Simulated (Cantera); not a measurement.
Charge: 1 mol SiH4, 21 mol N2, equilibrated at 1325 K and 1.00 bar.

Method: chemical equilibrium by Gibbs-energy minimisation in Cantera with the NASA 1993 tables (ideal gas, pure condensed phases). Candidate condensed phases: Si, Si3N4; 18 gas species. N2 is the only nitrogen source here; it is nearly inert below about 1500 K, so the nitride shown seldom forms there in practice. Equilibrium is a limit: real reactors are often held back by kinetics, nucleation or transport.

Base state: N2 0.910, H2 0.0895 (mole fractions); condensed: Si3N4(s).

What changes in the equilibrium state with this change: SiH4 replaced by Si2H6?


```csv
species,before,after
N2,0.910,0.868
H2,0.0895,0.132
"Si3N4(s), mol",0.333,0.667
```
The feed counts by its element totals alone.

What changes in the equilibrium state with this change: 0.79 mol CO2 added?


```json
[
 {"species": "N2", "before": "0.910", "after": "0.881"},
 {"species": "H2", "before": "0.0895", "after": "0.0854"},
 {"species": "CO", "before": "0", "after": "0.0337"},
 {"species": "H2O", "before": "0", "after": "4.13e-5"},
 {"species": "HCN", "before": "0", "after": "3.59e-5"},
 {"species": "Si3N4(s), mol", "before": "0.333", "after": "0"},
 {"species": "SiO2(β-quartz), mol", "before": "0", "after": "0.194"},
 {"species": "Si2N2O(s), mol", "before": "0", "after": "0.403"}
]
```
Mutual solubility and eutectic melting of coexisting phases are not modelled. The tables hold silica as quartz up to 1696 K and as liquid above; real silica turns to tridymite and cristobalite and melts near 1996 K. Further candidate phases: C, C6H6, C7H8, C8H18, H2O, SiC, SiO2, Si2N2O.
